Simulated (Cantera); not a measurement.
Cantera run:

```python
import numpy as np
import cantera as ct

gas_names = [...]  # 76 gases of nasa_gas.yaml made of C, H
cond_names = """
    C(gr) C6H6(L) C7H8(L) C8H18(L),n-octa
""".split()


# ... load() reads the species with a 1 bar reference pressure and builds the phases ...
atoms = {
    'C2H6': {'C': 2, 'H': 6},
    'H2': {'H': 2},
}
top_T = {'C(gr)': 4500}  # K; cautious upper limits of use, not melting points


# ... equilibrate(T, P, feed) seeds the gas with the atoms and calls Mixture.equilibrate('TP', solver="gibbs", rtol=1e-10, max_steps=50000) ...
results = []
feed = {'C2H6': 1, 'H2': 1.2}  # mol
P = 4000  # Pa
for T in [500, 525, 550, 575, 600, 625, 650, 675, 700, 725]:
    mix = equilibrate(T, P, feed)
    results.append((T, P, feed, dict(zip(mix.species_names, mix.species_moles))))

top = {s: max(r[3][s] / sum(r[3][g] for g in gas_names) for r in results) for s in gas_names}
cols = sorted((s for s in top if top[s] > 0.0001), key=lambda s: -top[s])[:5]
seen = [c for c in cond_names if any(r[3].get(c, 0) > 1e-12 for r in results)]
print("log10 of partial pressures in bar; condensed amounts in mol")
print(f"{'T/K':>10s}" + "".join(f"{s[:9]:>10s}" for s in cols + seen))
for T, P, feed, n in results:
    ng = sum(n[g] for g in gas_names)
    print(f"{T:10.4g}" + "".join(f"{np.log10(max(n[s] / ng * P / 1e5, 1e-99)):10.3f}" for s in cols)
          + "".join(f"{n.get(c, 0):10.4g}" for c in seen))
```

Result:

```
log10 of partial pressures in bar; condensed amounts in mol
       T/K       CH4        H2     C(gr)
       500    -1.441    -2.420   0.00488
       525    -1.467    -2.231   0.06635
       550    -1.503    -2.065    0.1532
       575    -1.553    -1.920     0.271
       600    -1.619    -1.797    0.4235
       625    -1.704    -1.694    0.6103
       650    -1.808    -1.612    0.8243
       675    -1.932    -1.548      1.05
       700    -2.073    -1.501     1.267
       725    -2.226    -1.468     1.456
```

Method: chemical equilibrium by Gibbs-energy minimisation in Cantera with the NASA 1993 tables (ideal gas, pure condensed phases).
